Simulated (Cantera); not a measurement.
Input (Python, Cantera) and output of one run.

```python
import numpy as np
import cantera as ct

gas_names = """
    H HO2 H2 H2O H2O2 H2S H2SO4 O OH O2 O3 S SH SO SO2 SO3 S2 S2O S8
""".split()
cond_names = """
    H2O(s) H2O(L) H2SO4(L) S(cr1) S(cr2) S(L)
""".split()


# ... load() reads the species with a 1 bar reference pressure and builds the phases ...
atoms = {
    'SO2': {'S': 1, 'O': 2},
    'H2': {'H': 2},
    'O2': {'O': 2},
    'H2O': {'H': 2, 'O': 1},
}
top_T = {}  # K; cautious upper limits of use, not melting points


# ... equilibrate(T, P, feed) seeds the gas with the atoms and calls Mixture.equilibrate('TP', solver="vcs", rtol=1e-11, max_steps=5000) ...
results = []
feed = {'SO2': 1, 'H2': 2.4, 'O2': 0.65, 'H2O': 0.042}  # mol
T = 2848  # K
P = 101325  # Pa
mix = equilibrate(T, P, feed)
results.append((T, P, feed, dict(zip(mix.species_names, mix.species_moles))))
print(gas.report(threshold=0.001))
for i in range(1, mix.n_phases):
    print(f"{mix.phase(i).name:16s} {mix.phase_moles(i):12.5e} mol")
```

It prints:

```
       temperature   2848 K
          pressure   1.0133e+05 Pa
           density   0.10834 kg/m^3
  mean mol. weight   25.319 kg/kmol
   phase of matter   gas

                          1 kg             1 kmol
                     ---------------   ---------------
          enthalpy        -1.515e+06       -3.8358e+07  J
   internal energy       -2.4502e+06       -6.2037e+07  J
           entropy             11485         2.908e+05  J/K
    Gibbs function       -3.4225e+07       -8.6655e+08  J
 heat capacity c_p            1943.2             49199  J/K
 heat capacity c_v            1614.8             40885  J/K

                      mass frac. Y      mole frac. X     chem. pot. / RT
                     ---------------   ---------------   ---------------
                 H         0.0016227           0.04076           -11.182
                H2          0.014363           0.18038           -22.363
               H2O           0.32943             0.463           -40.106
               H2S         0.0016379          0.001217           -39.192
                 O         0.0027359         0.0043297           -17.742
                OH           0.02061          0.030683           -28.924
                O2          0.005615          0.004443           -35.484
                 S          0.011409         0.0090099           -16.828
                SH         0.0084555         0.0064741            -28.01
                SO           0.15951          0.084033            -34.57
               SO2           0.43551           0.17213           -52.313
                S2         0.0083052         0.0032795           -33.656
     [   +7 minor]        0.00080057        0.00025549

S(L)              0.00000e+00 mol
```

Method: chemical equilibrium by Gibbs-energy minimisation in Cantera with the NASA 1993 tables (ideal gas, pure condensed phases).
